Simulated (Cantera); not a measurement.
**Adiabatic ignition**

An adiabatic, constant-pressure homogeneous reactor starts with H₂ : O₂ : N₂ = 1 : 0.25 : 0.94 (molar parts), equivalence ratio 2.0, at 1448 K and 5.00 bar.

Computed with Cantera and the H2/O2 subset of GRI-Mech 3.0, which has no nitrogen chemistry. The hydrogen kinetics of GRI-Mech 3.0 are dated; newer H2 mechanisms differ, most at raised pressure.

| t (s) | T (K) | x H₂ | x O₂ | x O | x H₂O | x HO₂ | x OH |
|---|---|---|---|---|---|---|---|
| 3.00e-6 | 1485 | 0.437 | 0.106 | 0.000788 | 0.0149 | 0.000184 | 0.000772 |
| 7.15e-6 | 2549 | 0.227 | 0.00106 | 0.00249 | 0.229 | 2.53e-6 | 0.0138 |
| 1.70e-5 | 2800 | 0.242 | 0.000302 | 0.000734 | 0.242 | 7.22e-7 | 0.00890 |
| 4.05e-5 | 2865 | 0.246 | 0.000168 | 0.000420 | 0.246 | 3.74e-7 | 0.00702 |
| 9.65e-5 | 2869 | 0.246 | 0.000161 | 0.000404 | 0.246 | 3.57e-7 | 0.00690 |
| 0.000230 | 2869 | 0.246 | 0.000161 | 0.000404 | 0.246 | 3.57e-7 | 0.00690 |
| 0.000548 | 2869 | 0.246 | 0.000161 | 0.000404 | 0.246 | 3.57e-7 | 0.00690 |
| 0.00130 | 2869 | 0.246 | 0.000161 | 0.000404 | 0.246 | 3.57e-7 | 0.00690 |
| 0.00311 | 2869 | 0.246 | 0.000161 | 0.000404 | 0.246 | 3.57e-7 | 0.00690 |
| 0.00740 | 2869 | 0.246 | 0.000161 | 0.000404 | 0.246 | 3.57e-7 | 0.00690 |
| 0.0176 | 2869 | 0.246 | 0.000161 | 0.000404 | 0.246 | 3.57e-7 | 0.00690 |
| 0.0420 | 2869 | 0.246 | 0.000161 | 0.000404 | 0.246 | 3.57e-7 | 0.00690 |
| 0.100 | 2869 | 0.246 | 0.000161 | 0.000404 | 0.246 | 3.57e-7 | 0.00690 |
x: mole fraction; the columns are a selection and need not sum to one.

The time of steepest temperature rise is 3.61 µs and the temperature at 0.100 s is 2869 K. The equilibrium temperature is 2869 K and the x(H₂) at 0.100 s is 0.246 (gas-phase equilibrium 0.246). The x(O₂) at 0.100 s comes out as 0.000161 (gas-phase equilibrium 0.000161). The x(O) at 0.100 s comes out as 0.000404 (gas-phase equilibrium 0.000404).
